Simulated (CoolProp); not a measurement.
A single-stage vapour-compression cycle with the fluid: evaporating at 283.15 K (dew point), condensing at 316.15 K (bubble point), superheat 5 K, subcooling 2 K, compressor efficiency 0.85, no pressure losses. The same conditions are run with several fluids, on thermodynamics alone (safety and materials aside).

Model: reference Helmholtz-energy equation of state of each fluid (n-hexane: Thol 2019; R1336mzz(E): Akasaka 2023; R236EA: Rui 2013; R1233zd(E): Akasaka 2022; cyclopropane: Polt 1992; propylene: Lemmon 2013), in CoolProp. The equations of Platzer and Polt are older, rougher fits.

```json
[
 {"fluid": "n-hexane", "cooling COP": "6.57", "pressure ratio": "4.14", "discharge temperature (K)": "___", "refrigerating effect (kJ/kg)": "314", "volumetric capacity (kJ/m³)": "115"},
 {"fluid": "R1336mzz(E)", "cooling COP": "___", "pressure ratio": "3.16", "discharge temperature (K)": "316.4", "refrigerating effect (kJ/kg)": "118", "volumetric capacity (kJ/m³)": "937"},
 {"fluid": "R236EA", "cooling COP": "___", "pressure ratio": "3.13", "discharge temperature (K)": "___", "refrigerating effect (kJ/kg)": "129", "volumetric capacity (kJ/m³)": "1010"},
 {"fluid": "R1233zd(E)", "cooling COP": "6.54", "pressure ratio": "3.22", "discharge temperature (K)": "___", "refrigerating effect (kJ/kg)": "165", "volumetric capacity (kJ/m³)": "685"},
 {"fluid": "cyclopropane", "cooling COP": "6.39", "pressure ratio": "2.42", "discharge temperature (K)": "337.3", "refrigerating effect (kJ/kg)": "361", "volumetric capacity (kJ/m³)": "3290"},
 {"fluid": "propylene", "cooling COP": "___", "pressure ratio": "2.26", "discharge temperature (K)": "___", "refrigerating effect (kJ/kg)": "288", "volumetric capacity (kJ/m³)": "___"}
]
```

Question: What belongs in the gaps?

Answer: 
- n-hexane, discharge temperature (K): 317.8
- R1336mzz(E), cooling COP: 6.22
- R236EA, cooling COP: 6.29
- R236EA, discharge temperature (K): 317.0
- R1233zd(E), discharge temperature (K): 323.8
- propylene, cooling COP: 6.00
- propylene, discharge temperature (K): 331.3
- propylene, volumetric capacity (kJ/m³): 4570
